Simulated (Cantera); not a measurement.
Feed: 1 mol CaF2, 6.9 mol O2, 2 mol H2, equilibrated at 0.170 Pa.

These are equilibrium values from Cantera (NASA tables, ideal gas, pure condensed phases), not measurements of a reactor. Candidate condensed phases: Ca, CaF2, CaO, Ca(OH)2, H2O; 29 gas species. Equilibrium is a limit: real reactors are often held back by kinetics, nucleation or transport.

Q: What share of the Ca ends up in condensed phases as a function of T (K), at 1698, 1723, 1748, 1773, 1798, 1823, 1848?

A: 
| T (K) | Ca condensed (%) | as |
|---|---|---|
| 1698 | 89.6 | CaO(s) |
| 1723 | 88.2 | CaO(s) |
| 1748 | 86.7 | CaO(s) |
| 1773 | 84.9 | CaO(s) |
| 1798 | 82.9 | CaO(s) |
| 1823 | 80.4 | CaO(s) |
| 1848 | 77.4 | CaO(s) |
